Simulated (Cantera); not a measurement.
Feed: 1 mol CH3F, 0.021 mol Si, held at 0.900 Torr.

Equilibrium computed with Cantera from the NASA thermochemical tables; the gas is ideal and each condensed phase is pure. Candidate condensed phases: C, C6H6, C7H8, C8H18, Si, SiC; 113 gas species. Kinetics and transport are ignored. All values below are at 798 K.

Base state: H2 0.526, HF 0.463, SiF4 0.0106, CH4 0.000461 (mole fractions); condensed: C(graphite).

What changes in the equilibrium state with this change: Si from 0.021 to 0.027 mol?


| species | before | after |
|---|---|---|
| H2 | 0.526 | 0.534 |
| HF | 0.463 | 0.452 |
| SiF4 | 0.0106 | 0.0137 |
| CH4 | 0.000461 | 0.000474 |
| C(graphite), mol | 0.999 | 0.999 |
